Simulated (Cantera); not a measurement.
Feed: 1 mol Si, 5.9 mol NF3, 0.89 mol N2, 4.6 mol HCl, at 5.50 Pa.

Method: chemical equilibrium by Gibbs-energy minimisation in Cantera with the NASA 1993 tables (ideal gas, pure condensed phases). Candidate condensed phases: NH4Cl, Si, Si3N4; 49 gas species. Rates play no part. All values below are at 1600 K.

Base state: F 0.393, HF 0.199, Cl 0.198, N2 0.166, SiF4 0.0433, ClF 0.000729, Cl2 0.000178 (mole fractions); condensed: gas only.

Question: What changes in the equilibrium state with this change: pressure from 5.50 Pa to 0.120 bar?

Answer: 
| species | before | after |
|---|---|---|
| F | 0.393 | 0.284 |
| HF | 0.199 | 0.238 |
| N2 | 0.166 | 0.199 |
| ClF | 0.000729 | 0.186 |
| Cl | 0.198 | 0.0320 |
| Cl2 | 0.000178 | 0.0102 |
| SiF4 | 0.0433 | 0.0517 |
| F2 | 4.94e-7 | 0.000562 |
